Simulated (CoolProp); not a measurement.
Vapour-liquid equilibrium of R143a (1) + dimethyl ether (2) at 0.175 MPa; x and y are mole fractions of (1).

Values from CoolProp's multi-fluid Helmholtz-energy mixture model, Lemmon and Jacobsen 2000 and Wu 2011; pair parameters Bell 2016.

Q: Give the bubble temperature and the first vapour's composition at x = 0.05, 0.125, 0.425. Is there an azeotrope?

A: x = 0.05: 259.5 K, y = 0.124; x = 0.125: 256.5 K, y = 0.276; x = 0.425: 248.0 K, y = 0.650. No azeotrope shows between x = 0.05 and 0.95.

The pair parameters rest on a limited set of measurements; away from them the model extrapolates.
